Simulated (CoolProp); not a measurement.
Octamethylcyclotetrasiloxane (D4) along the isotherm 346.85 °C: Z from the reference equation and from simpler models built on Tc = 313.4 °C, pc = 13.47 bar, ω = 0.598; each cubic takes its own stable root.

The numbers come from the reference Helmholtz-energy equation of state, Thol 2015 in CoolProp.

```csv
p (bar),phase,reference
4.21,gas,0.9061
8.42,gas,0.7995
12.6,gas,0.6756
16.8,supercritical,0.5219
21.1,supercritical,0.3748
25.3,supercritical,0.3526
29.5,supercritical,0.3720
33.7,supercritical,0.4011
37.9,supercritical,0.4334
42.1,supercritical,0.4669
46.3,supercritical,0.5010
50.5,supercritical,0.5354
54.7,supercritical,0.5698
58.9,supercritical,0.6041
63.2,supercritical,0.6392
67.4,supercritical,0.6733
```

Question: How far does each simpler model (van der Waals, Soave-Redlich-Kwong, Peng-Robinson) lie from the reference over these 16 states: mean and median of the absolute difference, and the worst?

Answer: 
- van der Waals: mean 21.7 %, median 29.0 %, worst +31.4 % at 346.85 °C and 67.4 bar
- Soave-Redlich-Kwong: mean 10.6 %, median 10.9 %, worst +19.3 % at 346.85 °C and 25.3 bar
- Peng-Robinson: mean 3.1 %, median 1.6 %, worst +9.9 % at 346.85 °C and 25.3 bar
